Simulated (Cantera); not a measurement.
A perfectly stirred reactor is fed with 5.94 % C₃H₈, 19.8 % O₂, 74.3 % N₂, at 9.87 atm; it is adiabatic with a 775 K inlet, and is followed from long to short residence time, starting on the burning branch (τ in s: 0.083, 0.039, 0.019, 0.0089, 0.0042, 0.002, 0.00094, 0.00045, 0.00021, 0.0001, 4.8e-05).

Computed with Cantera and GRI-Mech 3.0 (53 species, 325 reactions). GRI-Mech 3.0 was tuned for natural gas; its chemistry of propane as a main component is partial and can be far from experiment.

x: mole fraction; the columns are a selection and need not sum to one.

```json
[
 {"τ (s)": "0.083", "T (K)": "2330", "x C₃H₈": "5.15e-8", "x O₂": "1.41e-5", "x C₂H₆": "1.64e-9", "x H": "0.000972", "x CH₂": "?", "x C₂H₂": "2.07e-5", "x HO₂": "9.72e-9"},
 {"τ (s)": "0.039", "T (K)": "2329", "x C₃H₈": "1.07e-7", "x O₂": "2.50e-5", "x C₂H₆": "3.60e-9", "x H": "0.00103", "x CH₂": "?", "x C₂H₂": "4.02e-5", "x HO₂": "1.49e-8"},
 {"τ (s)": "0.019", "T (K)": "2328", "x C₃H₈": "2.13e-7", "x O₂": "4.45e-5", "x C₂H₆": "7.72e-9", "x H": "0.00110", "x CH₂": "?", "x C₂H₂": "7.33e-5", "x HO₂": "2.46e-8"},
 {"τ (s)": "0.0089", "T (K)": "2327", "x C₃H₈": "4.36e-7", "x O₂": "8.35e-5", "x C₂H₆": "1.77e-8", "x H": "0.00120", "x CH₂": "?", "x C₂H₂": "0.000134", "x HO₂": "4.50e-8"},
 {"τ (s)": "0.0042", "T (K)": "2325", "x C₃H₈": "8.81e-7", "x O₂": "0.000157", "x C₂H₆": "4.16e-8", "x H": "0.00132", "x CH₂": "?", "x C₂H₂": "0.000239", "x HO₂": "8.59e-8"},
 {"τ (s)": "0.0020", "T (K)": "2323", "x C₃H₈": "1.76e-6", "x O₂": "0.000293", "x C₂H₆": "9.91e-8", "x H": "0.00145", "x CH₂": "?", "x C₂H₂": "0.000412", "x HO₂": "1.68e-7"},
 {"τ (s)": "0.00094", "T (K)": "2319", "x C₃H₈": "3.54e-6", "x O₂": "0.000552", "x C₂H₆": "2.41e-7", "x H": "0.00161", "x CH₂": "?", "x C₂H₂": "0.000693", "x HO₂": "3.40e-7"},
 {"τ (s)": "0.00045", "T (K)": "2313", "x C₃H₈": "6.97e-6", "x O₂": "0.00102", "x C₂H₆": "5.61e-7", "x H": "0.00180", "x CH₂": "?", "x C₂H₂": "0.00110", "x HO₂": "6.91e-7"},
 {"τ (s)": "0.00021", "T (K)": "2302", "x C₃H₈": "1.41e-5", "x O₂": "0.00189", "x C₂H₆": "1.32e-6", "x H": "0.00202", "x CH₂": "?", "x C₂H₂": "0.00167", "x HO₂": "1.47e-6"},
 {"τ (s)": "0.00010", "T (K)": "2283", "x C₃H₈": "2.84e-5", "x O₂": "0.00348", "x C₂H₆": "3.04e-6", "x H": "0.00223", "x CH₂": "?", "x C₂H₂": "0.00240", "x HO₂": "3.18e-6"},
 {"τ (s)": "4.8e-5", "T (K)": "2247", "x C₃H₈": "6.02e-5", "x O₂": "0.00654", "x C₂H₆": "7.62e-6", "x H": "0.00236", "x CH₂": "?", "x C₂H₂": "0.00338", "x HO₂": "7.34e-6"}
]
```

**Question.** Fill in the missing entries.

**Answer.** 
- 0.083, x CH₂: 1.16e-7
- 0.039, x CH₂: 2.39e-7
- 0.019, x CH₂: 4.72e-7
- 0.0089, x CH₂: 9.55e-7
- 0.0042, x CH₂: 1.89e-6
- 0.0020, x CH₂: 3.63e-6
- 0.00094, x CH₂: 6.89e-6
- 0.00045, x CH₂: 1.24e-5
- 0.00021, x CH₂: 2.19e-5
- 0.00010, x CH₂: 3.62e-5
- 4.8e-5, x CH₂: 5.58e-5
